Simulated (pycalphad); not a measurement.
**Phase fractions of Ti-5.1C (at.%)**

CALPHAD calculation (pycalphad, COST 507 light-alloy database (1999)), 1 atm. The data set is of 1999 and partly superseded. Phase fractions are per mole of atoms. Diffusion is slow at the low end, where real alloys seldom reach equilibrium.

```json
[
 {"T (°C)": "1902", "liquid": "1.000", "fcc": "-", "bcc": "-", "hcp": "-"},
 {"T (°C)": "1752", "liquid": "0.966", "fcc": "0.034", "bcc": "-", "hcp": "-"},
 {"T (°C)": "1602", "liquid": "-", "fcc": "0.092", "bcc": "0.908", "hcp": "-"},
 {"T (°C)": "1452", "liquid": "-", "fcc": "0.105", "bcc": "0.895", "hcp": "-"},
 {"T (°C)": "1302", "liquid": "-", "fcc": "0.117", "bcc": "0.883", "hcp": "-"},
 {"T (°C)": "1152", "liquid": "-", "fcc": "0.127", "bcc": "0.873", "hcp": "-"},
 {"T (°C)": "1002", "liquid": "-", "fcc": "0.135", "bcc": "0.865", "hcp": "-"},
 {"T (°C)": "852", "liquid": "-", "fcc": "0.113", "bcc": "-", "hcp": "0.887"},
 {"T (°C)": "702", "liquid": "-", "fcc": "0.126", "bcc": "-", "hcp": "0.874"},
 {"T (°C)": "552", "liquid": "-", "fcc": "0.134", "bcc": "-", "hcp": "0.866"},
 {"T (°C)": "402", "liquid": "-", "fcc": "0.138", "bcc": "-", "hcp": "0.862"},
 {"T (°C)": "252", "liquid": "-", "fcc": "0.138", "bcc": "-", "hcp": "0.862"}
]
```

The fcc model also describes the rock-salt carbide or nitride (TiC, TiN, HfC).
